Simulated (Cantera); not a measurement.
Input (Python, Cantera) and output of one run.

```python
import numpy as np
import cantera as ct

gas_names = """
    B BF BF2 BF3 BH BHF2 BH2 BH3 BO BOF BOF2 BO2 B2 B2O B2O2 B2O3 B3O3F3 B3O3H3 F FO FO2 F2 F2O H HBO
    HBO2 HF HOF HO2 H2 H2F2 H2O H2O2 H3B3O6 H3F3 H4F4 H5F5 H6F6 H7F7 O OH O2 O3
""".split()
cond_names = """
    B(b) B(L) B2O3(L) B3O3H3(cr) H2O(s) H2O(L)
""".split()


# ... load() reads the species with a 1 bar reference pressure and builds the phases ...
atoms = {
    'BF3': {'B': 1, 'F': 3},
    'H2': {'H': 2},
    'H2O': {'H': 2, 'O': 1},
}
top_T = {}  # K; cautious upper limits of use, not melting points


# ... equilibrate(T, P, feed) seeds the gas with the atoms and calls Mixture.equilibrate('TP', solver="vcs", rtol=1e-11, max_steps=5000) ...
results = []
T = 2398  # K
P = 2500  # Pa
for m in [1.8, 2.3, 2.8, 3.4, 4.2, 5.2, 6.4, 7.9, 9.7, 12, 15, 18]:
    feed = {'BF3': 1, 'H2': 20, 'H2O': m}  # mol
    mix = equilibrate(T, P, feed)
    results.append((T, P, feed, dict(zip(mix.species_names, mix.species_moles))))

top = {s: max(r[3][s] / sum(r[3][g] for g in gas_names) for r in results) for s in gas_names}
cols = sorted((s for s in top if top[s] > 1e-05), key=lambda s: -top[s])[:7]
seen = [c for c in cond_names if any(r[3].get(c, 0) > 1e-12 for r in results)]
print("log10 of partial pressures in bar; condensed amounts in mol")
print(f"{'n(H2O)':>10s}" + "".join(f"{s[:9]:>10s}" for s in cols + seen))
for T, P, feed, n in results:
    ng = sum(n[g] for g in gas_names)
    print(f"{feed['H2O']:10.4g}" + "".join(f"{np.log10(max(n[s] / ng * P / 1e5, 1e-99)):10.3f}" for s in cols)
          + "".join(f"{n.get(c, 0):10.4g}" for c in seen))
```

Output:

```
log10 of partial pressures in bar; condensed amounts in mol
    n(H2O)        H2       H2O        HF         H       BOF      HBO2        OH
       1.8    -1.723    -3.167    -2.652    -2.664    -3.109    -3.984    -4.845
       2.3    -1.732    -2.961    -2.652    -2.669    -3.145    -3.815    -4.635
       2.8    -1.741    -2.825    -2.652    -2.673    -3.179    -3.711    -4.494
       3.4    -1.751    -2.706    -2.654    -2.678    -3.218    -3.629    -4.370
       4.2    -1.764    -2.590    -2.659    -2.685    -3.265    -3.556    -4.247
       5.2    -1.781    -2.484    -2.666    -2.693    -3.321    -3.498    -4.133
       6.4    -1.799    -2.389    -2.675    -2.702    -3.381    -3.455    -4.029
       7.9    -1.821    -2.301    -2.689    -2.713    -3.450    -3.422    -3.930
       9.7    -1.846    -2.222    -2.706    -2.726    -3.525    -3.401    -3.838
        12    -1.877    -2.147    -2.728    -2.741    -3.612    -3.390    -3.748
        15    -1.913    -2.076    -2.757    -2.759    -3.711    -3.390    -3.659
        18    -1.946    -2.023    -2.785    -2.776    -3.800    -3.397    -3.590
```

Equilibrium computed with Cantera from the NASA thermochemical tables; the gas is ideal and each condensed phase is pure. The tables' values for BF2 are old estimates; treat these amounts as uncertain.
